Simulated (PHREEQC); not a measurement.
Model water analysis in mg/kgw, 20 °C, pH 6.82, pe 8.7:

| constituent | mg/kgw |
|---|---|
| Na | 75.1 |
| K | 29.5 |
| Ca | 51.4 |
| Mg | 57.8 |
| Cl | 32.6 |
| S(6) as SO4 | 77.6 |
| Alkalinity as HCO3 | 557 |
| Si as SiO2 | 0.623 |
| O(0) (dissolved oxygen) | 0.102 |

Valence states are taken as typed.

Model: ion-association model, phreeqc.dat, run in PHREEQC.

No solid was allowed to form.

**Question.** What ionic strength, specific conductance, charge-balance error does the model give?

**Answer.** ionic strength 0.0149 mol/kgw; specific conductance 911 µS/cm; charge-balance error -1.5 %.

**Question.** In which forms is Mg present?

**Answer.** Mg+2 89 %, MgHCO3+ 5.8 %, MgSO4 4.6 % of the Mg.

Complexes and solids missing from the database can't appear.
